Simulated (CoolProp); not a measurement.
Vapour-liquid equilibrium of R22 (1) + R134a (2) at 3.02 bar; x and y are mole fractions of (1).

Computed with CoolProp (multi-fluid Helmholtz-energy mixture model, Kamei 1995 and Tillner-Roth 1994; pair parameters Bell 2016).

| x | bubble temperature, mixture model (K) | bubble temperature, Raoult's law (K) | y, mixture model | y, Raoult's law |
|---|---|---|---|---|
| 0.05 | 272.8 | 273.1 | 0.087 | 0.082 |
| 0.125 | 271.1 | 271.7 | 0.204 | 0.196 |
| 0.2 | 269.5 | 270.3 | 0.307 | 0.301 |
| 0.275 | 268.1 | 269.0 | 0.398 | 0.396 |
| 0.35 | 266.8 | 267.8 | 0.481 | 0.483 |
| 0.425 | 265.6 | 266.6 | 0.556 | 0.563 |
| 0.5 | 264.5 | 265.5 | 0.625 | 0.637 |
| 0.575 | 263.5 | 264.3 | 0.690 | 0.704 |
| 0.65 | 262.5 | 263.3 | 0.750 | 0.767 |
| 0.725 | 261.6 | 262.2 | 0.807 | 0.824 |
| 0.8 | 260.8 | 261.2 | 0.862 | 0.877 |
| 0.875 | 260.0 | 260.2 | 0.915 | 0.926 |
| 0.95 | 259.2 | 259.3 | 0.966 | 0.972 |

The largest gap from Raoult's law is -1.0 K in bubble temperature, at x = 0.35. No azeotrope shows between x = 0.05 and 0.95.

Pair parameters are fitted to limited data, so mixtures are less certain than the pure fluids.
